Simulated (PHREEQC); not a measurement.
Consider water at 25 °C with 110 mmol/kgw FeSO4, 0.053 mmol/kgw CaCl2, 0.041 mmol/kgw NaHCO3 and 5 mmol/kgw NaCl. Closed to the air; pH follows from the charge balance.

The numbers come from PHREEQC with the ion-association model, phreeqc.dat.

Q: The ionic strength comes out as 0.244 mol/kgw. What activity coefficients do NaSO4-, Na+, Cl-, Fe+2, HSO4- get?

A: NaSO4- 0.73, Na+ 0.74, Cl- 0.70, Fe+2 0.31, HSO4- 0.74.

No solid was allowed to form.
